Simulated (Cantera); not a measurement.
## Ignition delay

Mixture: H₂ : O₂ : N₂ = 1 : 0.238 : 0.895 (molar parts), at 10.0 bar, adiabatic and at constant pressure. Ignition delay is the time to a rise of 400 K.

Computed with Cantera and GRI-Mech 3.0 (53 species, 325 reactions). The hydrogen kinetics of GRI-Mech 3.0 are dated; newer H2 mechanisms differ, most at raised pressure. Where the delays flatten at high temperature, the 400 K rule measures the pace of heat release, not the induction time.

| T0 (K) | delay (ms) |
|---|---|
| 1025 | 3.67 |
| 1125 | 0.393 |
| 1225 | 0.0287 |
| 1325 | 0.00454 |
| 1425 | 0.00228 |
| 1525 | 0.00147 |
| 1625 | 0.00107 |
| 1725 | 0.000833 |
| 1825 | 0.000685 |
